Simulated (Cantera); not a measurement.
Input: 1 mol CaO, 11 mol HBr, 1.1 mol N₂, held at 0.133 bar.

Method: chemical equilibrium by Gibbs-energy minimisation in Cantera with the NASA 1993 tables (ideal gas, pure condensed phases). Candidate condensed phases: Br₂, Ca, CaBr₂, CaO, Ca(OH)₂, H₂O; 34 gas species. The numbers say what is thermodynamically allowed, not how fast it happens.

Problem. At 1075 K, list the 5 most abundant gas species with their mole fractions, and the condensed phases.

Solution. HBr 0.808, N₂ 0.0991, H₂O 0.0900, H₂ 0.00111, Br 0.000916. Condensed: CaBr₂(l).
